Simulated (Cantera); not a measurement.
**Equilibrium for abatement and gas-phase synthesis: H₂O + N₂**

Input: 1 mol H₂O, 16 mol N₂, equilibrated at 100 Pa.

Cantera equilibrium calculation (NASA polynomials, part measured and part estimated; ideal gas, pure solids and liquids). Candidate condensed phases: H₂O; 24 gas species. Rates play no part.

```json
[
 {"T (°C)": "825", "x N₂": "0.941", "x H₂O": "0.0588", "x H": "1.19e-9", "x H₂": "2.31e-6", "x O₂": "1.02e-6", "x OH": "1.33e-7"},
 {"T (°C)": "975", "x N₂": "0.941", "x H₂O": "0.0588", "x H": "6.72e-8", "x H₂": "2.07e-5", "x O₂": "8.89e-6", "x OH": "1.95e-6"},
 {"T (°C)": "1125", "x N₂": "0.941", "x H₂O": "0.0587", "x H": "1.62e-6", "x H₂": "0.000117", "x O₂": "4.86e-5", "x OH": "1.60e-5"},
 {"T (°C)": "1275", "x N₂": "0.941", "x H₂O": "0.0583", "x H": "2.11e-5", "x H₂": "0.000470", "x O₂": "0.000191", "x OH": "8.75e-5"},
 {"T (°C)": "1425", "x N₂": "0.940", "x H₂O": "0.0570", "x H": "0.000175", "x H₂": "0.00146", "x O₂": "0.000588", "x OH": "0.000350"},
 {"T (°C)": "1575", "x N₂": "0.938", "x H₂O": "0.0539", "x H": "0.00102", "x H₂": "0.00368", "x O₂": "0.00148", "x OH": "0.00110"},
 {"T (°C)": "1725", "x N₂": "0.933", "x H₂O": "0.0472", "x H": "0.00442", "x H₂": "0.00758", "x O₂": "0.00312", "x OH": "0.00273"},
 {"T (°C)": "1875", "x N₂": "0.921", "x H₂O": "0.0352", "x H": "0.0147", "x H₂": "0.0124", "x O₂": "0.00535", "x OH": "0.00535"}
]
```
x: gas mole fraction; nothing condenses.

From 825 °C to 1875 °C nothing is condensed.
